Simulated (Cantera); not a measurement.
Input (Python, Cantera) and output of one run.

```python
import numpy as np
import cantera as ct

gas_names = """
    H HO2 H2 H2O H2O2 O OH O2 O3 Si SiH SiH2 SiH3 SiH4 SiO SiO2 Si2 Si3
""".split()
cond_names = """
    H2O(s) H2O(L) Si(cr) Si(L) SiO2(Lqz) SiO2(hqz) SiO2(L)
""".split()


# ... load() reads the species with a 1 bar reference pressure and builds the phases ...
atoms = {
    'SiH4': {'Si': 1, 'H': 4},
    'H2O': {'H': 2, 'O': 1},
}
top_T = {}  # K; cautious upper limits of use, not melting points


# ... equilibrate(T, P, feed) seeds the gas with the atoms and calls Mixture.equilibrate('TP', solver="vcs", rtol=1e-11, max_steps=5000) ...
results = []
T = 1550  # K
P = 13332.2  # Pa
for m in [1.4, 1.7, 2.1, 2.5, 3.1, 3.8, 4.6, 5.6, 6.9, 8.4, 10, 13]:
    feed = {'SiH4': 1, 'H2O': m}  # mol
    mix = equilibrate(T, P, feed)
    results.append((T, P, feed, dict(zip(mix.species_names, mix.species_moles))))

top = {s: max(r[3][s] / sum(r[3][g] for g in gas_names) for r in results) for s in gas_names}
cols = sorted((s for s in top if top[s] > 1e-06), key=lambda s: -top[s])[:5]
seen = [c for c in cond_names if any(r[3].get(c, 0) > 1e-12 for r in results)]
print("log10 of partial pressures in bar; condensed amounts in mol")
print(f"{'n(H2O)':>10s}" + "".join(f"{s[:9]:>10s}" for s in cols + seen))
for T, P, feed, n in results:
    ng = sum(n[g] for g in gas_names)
    print(f"{feed['H2O']:10.4g}" + "".join(f"{np.log10(max(n[s] / ng * P / 1e5, 1e-99)):10.3f}" for s in cols)
          + "".join(f"{n.get(c, 0):10.4g}" for c in seen))
```

Result:

```
log10 of partial pressures in bar; condensed amounts in mol
    n(H2O)        H2       H2O       SiO         H        OH    Si(cr) SiO2(hqz)
       1.4    -0.879    -6.135    -2.903    -4.941   -11.670    0.2839    0.6839
       1.7    -0.879    -6.135    -2.903    -4.941   -11.670    0.1325    0.8325
       2.1    -0.886    -2.488    -6.557    -4.945    -8.020         0         1
       2.5    -0.926    -1.829    -7.256    -4.965    -7.341         0         1
       3.1    -0.981    -1.541    -7.598    -4.992    -7.026         0         1
       3.8    -1.037    -1.383    -7.812    -5.020    -6.840         0         1
       4.6    -1.093    -1.280    -7.972    -5.048    -6.709         0         1
       5.6    -1.154    -1.200    -8.113    -5.079    -6.598         0         1
       6.9    -1.222    -1.134    -8.247    -5.113    -6.498         0         1
       8.4    -1.290    -1.086    -8.363    -5.147    -6.416         0         1
        10    -1.352    -1.051    -8.460    -5.178    -6.350         0         1
        13    -1.449    -1.010    -8.598    -5.226    -6.260         0         1
```

Equilibrium computed with Cantera from the NASA thermochemical tables; the gas is ideal and each condensed phase is pure. Mutual solubility and eutectic melting of coexisting phases are not modelled. The tables hold silica as quartz up to 1696 K and as liquid above; real silica turns to tridymite and cristobalite and melts near 1996 K. Gases not in the tables: Si(OH)4.
